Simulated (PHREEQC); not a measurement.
Consider water at 25 °C with 0.026 mol Na2HAsO4 and 0.0062 mol H3PO4 per kg of water. Closed to the air; pH follows from the charge balance.

All values are PHREEQC results (ion-association model, wateq4f.dat), not measurements.

Precipitation was switched off in this run.

Problem. Estimate the pH.

Solution. pH 7.08.

Problem. In which forms is As present?

Solution. HAsO4-2 62 %, H2AsO4- 38 % of the As.

H3PO4, which wateq4f.dat lacks, is added to it with the constant of phreeqc.dat.
